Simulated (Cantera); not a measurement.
**Premixed flame**

A freely propagating, adiabatic, planar premixed flame of 10.4 % CH4, 18.8 % O2, 70.8 % N2, unburnt at 425 K and 7500 Torr; multicomponent transport, grid criteria slope 0.08 and curve 0.16, no radiation.

Computed with Cantera and GRI-Mech 3.0 (53 species, 325 reactions). Burning velocities carry a grid error of a few per cent, more on coarse grids.

```json
[
 {"z (mm)": "-0.257", "T (K)": "426", "u (m/s)": "0.263", "x CH4": "0.103", "x O2": "0.188", "x HCO": "<1e-8", "x HCN": "<1e-8", "x HO2": "4.04e-8", "x H": "<1e-8"},
 {"z (mm)": "-0.171", "T (K)": "432", "u (m/s)": "0.267", "x CH4": "0.103", "x O2": "0.187", "x HCO": "<1e-8", "x HCN": "<1e-8", "x HO2": "5.51e-7", "x H": "<1e-8"},
 {"z (mm)": "-0.129", "T (K)": "456", "u (m/s)": "0.283", "x CH4": "0.101", "x O2": "0.185", "x HCO": "<1e-8", "x HCN": "4.49e-8", "x HO2": "2.66e-6", "x H": "<1e-8"},
 {"z (mm)": "-0.0857", "T (K)": "594", "u (m/s)": "0.371", "x CH4": "0.0931", "x O2": "0.175", "x HCO": "<1e-8", "x HCN": "4.21e-7", "x HO2": "2.10e-5", "x H": "<1e-8"},
 {"z (mm)": "-0.0429", "T (K)": "1130", "u (m/s)": "0.715", "x CH4": "0.0597", "x O2": "0.126", "x HCO": "1.06e-7", "x HCN": "3.07e-6", "x HO2": "0.000127", "x H": "3.61e-6"},
 {"z (mm)": "-0.0214", "T (K)": "1574", "u (m/s)": "1.00", "x CH4": "0.0299", "x O2": "0.0796", "x HCO": "3.28e-6", "x HCN": "6.33e-6", "x HO2": "0.000159", "x H": "8.33e-5"},
 {"z (mm)": "0", "T (K)": "1985", "u (m/s)": "1.27", "x CH4": "0.00506", "x O2": "0.0313", "x HCO": "1.19e-5", "x HCN": "1.10e-5", "x HO2": "6.49e-5", "x H": "0.000982"},
 {"z (mm)": "0.0214", "T (K)": "2148", "u (m/s)": "1.36", "x CH4": "0.000165", "x O2": "0.00979", "x HCO": "2.53e-6", "x HCN": "8.27e-6", "x HO2": "1.41e-5", "x H": "0.00217"},
 {"z (mm)": "0.0429", "T (K)": "2204", "u (m/s)": "1.39", "x CH4": "3.39e-6", "x O2": "0.00455", "x HCO": "2.02e-7", "x HCN": "2.98e-6", "x HO2": "6.42e-6", "x H": "0.00209"},
 {"z (mm)": "0.0857", "T (K)": "2254", "u (m/s)": "1.42", "x CH4": "<1e-8", "x O2": "0.00204", "x HCO": "7.98e-8", "x HCN": "4.93e-7", "x HO2": "2.57e-6", "x H": "0.00144"},
 {"z (mm)": "0.171", "T (K)": "2288", "u (m/s)": "1.44", "x CH4": "<1e-8", "x O2": "0.000819", "x HCO": "4.30e-8", "x HCN": "4.89e-8", "x HO2": "7.93e-7", "x H": "0.000843"},
 {"z (mm)": "0.343", "T (K)": "2306", "u (m/s)": "1.45", "x CH4": "<1e-8", "x O2": "0.000301", "x HCO": "2.47e-8", "x HCN": "<1e-8", "x HO2": "2.19e-7", "x H": "0.000500"},
 {"z (mm)": "0.686", "T (K)": "2311", "u (m/s)": "1.45", "x CH4": "<1e-8", "x O2": "0.000165", "x HCO": "1.85e-8", "x HCN": "<1e-8", "x HO2": "1.05e-7", "x H": "0.000379"}
]
```
x: mole fraction of selected species; z is measured from the peak of heat release.

```json
{
  "laminar_burning_velocity": "26.2 cm/s",
  "thermal_thickness": "0.0857 mm",
  "peak x(HCO)": "1.19e-5",
  "peak x(HCN)": "1.16e-5",
  "peak x(HO2)": "0.000162",
  "peak x(H)": "0.00223"
}
```
